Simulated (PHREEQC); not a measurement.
Consider water at 5 °C with 0.25 mol/kgw HF and 0.003 mol/kgw CsF. Closed to the air; pH follows from the charge balance.

The numbers come from PHREEQC with the ion-association model, wateq4f.dat.

```
quantity                   before     after
------------------------  -------  --------
pH                           1.97      2.40
ionic strength (mol/kgw)   0.0148   0.00459
HF (mol/kgw)                0.110    0.0174
F- (mol/kgw)               0.0110   0.00436
HF2- (mol/kgw)            0.00377  0.000236
```

Task: Which change was made?
A. diluted 10-fold with water
B. HF left out
C. 0.35 mol/kgw NaNO3 added
D. HF from 0.25 to 0.225 mol/kgw
E. CsF from 0.003 to 0.0033 mol/kgw

Result: A, diluted 10-fold with water

No solid was allowed to form. wateq4f.dat counts part of the HF as a dimer, H2F2, which phreeqc.dat doesn't know; its constant is uncertain. Away from 25 °C the constants follow the database's enthalpies or fits; those with neither stay at their 25 °C values.
